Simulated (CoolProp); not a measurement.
Values from CoolProp's reference Helmholtz-energy equation of state, Fiedler 2023.

Problem. Give the vapour pressure (kPa), liquid density (kg/m³), vapour density (kg/m³), enthalpy of vaporisation (kJ/kg) of saturated tetrahydrofuran at 430, 442.4, 454.7 K.

Solution. 
| T (K) | p (kPa) | liquid density (kg/m³) | vapour density (kg/m³) | enthalpy of vaporisation (kJ/kg) |
|---|---|---|---|---|
| 430 | 963 | 719 | 22.7 | 336 |
| 442.4 | 1210 | 700 | 28.7 | 321 |
| 454.7 | 1500 | 680 | 35.9 | 306 |
